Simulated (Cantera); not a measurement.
Equilibrium for carbon deposition, reforming and gasification: C2H5OH + NH3

Charge: 1 mol C2H5OH, 0.023 mol NH3, equilibrated at 24.0 mbar.

Equilibrium computed with Cantera from the NASA thermochemical tables; the gas is ideal and each condensed phase is pure. Candidate condensed phases: C, C6H6, C7H8, C8H18, H2O; 136 gas species. The numbers say what is thermodynamically allowed, not how fast it happens.

From 1325 °C to 2625 °C the condensed part is C(graphite). The main C-bearing gas is CO throughout. The share of C in condensed phases is highest at 1325 °C (50.0 %) and lowest at 2625 °C (35.2 %).

```tsv
T (°C)	x H2	x H	x CO	x C2H2 (acetylene)	x C3	x C2H	x N2	n C(graphite)
1325	0.750	0.000297	0.247	2.02e-5	<1e-12	2.66e-11	0.00279	0.999
1425	0.749	0.000808	0.247	5.40e-5	<1e-12	3.22e-10	0.00276	0.999
1525	0.748	0.00197	0.247	0.000129	4.49e-12	2.95e-9	0.00270	0.998
1625	0.746	0.00436	0.247	0.000281	8.15e-11	2.13e-8	0.00261	0.996
1725	0.741	0.00892	0.246	0.000562	1.10e-9	1.26e-7	0.00250	0.993
1825	0.734	0.0170	0.245	0.00105	1.15e-8	6.24e-7	0.00235	0.988
1925	0.721	0.0305	0.243	0.00183	9.67e-8	2.66e-6	0.00216	0.980
2025	0.701	0.0518	0.241	0.00300	6.72e-7	9.95e-6	0.00194	0.968
2125	0.671	0.0833	0.237	0.00464	3.95e-6	3.30e-5	0.00170	0.952
2225	0.630	0.128	0.231	0.00676	2.01e-5	9.79e-5	0.00146	0.929
2325	0.576	0.186	0.224	0.00927	8.97e-5	0.000263	0.00121	0.900
2425	0.508	0.260	0.215	0.0119	0.000357	0.000643	0.000987	0.861
2525	0.430	0.344	0.204	0.0143	0.00128	0.00143	0.000790	0.805
2625	0.346	0.434	0.192	0.0158	0.00421	0.00293	0.000624	0.705
```
x: gas mole fraction; n: condensed amount in mol.
